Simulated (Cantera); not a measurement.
Feed: 1 mol PbO, 2.6 mol H2, 15 mol N2, held at 1498.15 K and 1.50 bar.

These are equilibrium values from Cantera (NASA tables, ideal gas, pure condensed phases), not measurements of a reactor. Candidate condensed phases: H2O, Pb, PbO, PbO2, Pb3O4; 27 gas species. Equilibrium is a limit: real reactors are often held back by kinetics, nucleation or transport.

Question: What is the equilibrium state?

Answer: 
* **x(N2)**: 0.839
* **x(H2)**: 0.0894
* **x(H2O)**: 0.0559
* **x(Pb)**: 0.0161
* **x(Pb2)**: 6.66e-6
* **x(H)**: 4.20e-6
* **x(PbO)**: 3.80e-6
* **x(NH3)**: 2.29e-6
* **n(Pb(l))**: 0.712 mol
* **gas amount**: 17.89 mol
